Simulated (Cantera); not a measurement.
A perfectly stirred reactor is fed with C₂H₆ : N₂ = 1 : 170 (molar parts), at 0.0400 bar; it is held at 1723 K, and followed from long to short residence time.

Detailed kinetics in Cantera: GRI-Mech 3.0 (53 species, 325 reactions). GRI-Mech 3.0 stops at C3 and has no aromatics, soot or wall deposition, so with more carbon than oxygen in the feed, carbon stays in small species such as C2H2 where larger ones or solid carbon would form. Radical loss at walls, strong at low pressure, is not modelled.

Q: What does this change do: temperature 1723 to 1423 K?

A: 
```
quantity                  before     after
----------------------  --------  --------
x(C₂H₆) at τ = 7.20 s    3.21e-7   9.92e-6
x(H) at τ = 7.20 s      0.000154   2.54e-5
x(CH₄) at τ = 7.20 s    0.000133  0.000651
x(C₂H₄) at τ = 7.20 s    2.63e-6   5.42e-5
x(H₂) at τ = 7.20 s       0.0112    0.0105
x(C₂H₆) at τ = 81.0 ms   2.27e-5  0.000429
x(H) at τ = 81.0 ms     0.000276   5.20e-5
x(CH₄) at τ = 81.0 ms   0.000533   0.00115
x(C₂H₄) at τ = 81.0 ms  0.000124   0.00138
x(H₂) at τ = 81.0 ms      0.0102   0.00740
```

Q: What does this change do: temperature 1723 to 1425 K?

A: 
| quantity | before | after |
|---|---|---|
| x(C₂H₆) at τ = 7.20 s | 3.21e-7 | 9.68e-6 |
| x(H) at τ = 7.20 s | 0.000154 | 2.58e-5 |
| x(CH₄) at τ = 7.20 s | 0.000133 | 0.000645 |
| x(C₂H₄) at τ = 7.20 s | 2.63e-6 | 5.29e-5 |
| x(H₂) at τ = 7.20 s | 0.0112 | 0.0105 |
| x(C₂H₆) at τ = 81.0 ms | 2.27e-5 | 0.000420 |
| x(H) at τ = 81.0 ms | 0.000276 | 5.29e-5 |
| x(CH₄) at τ = 81.0 ms | 0.000533 | 0.00115 |
| x(C₂H₄) at τ = 81.0 ms | 0.000124 | 0.00135 |
| x(H₂) at τ = 81.0 ms | 0.0102 | 0.00744 |
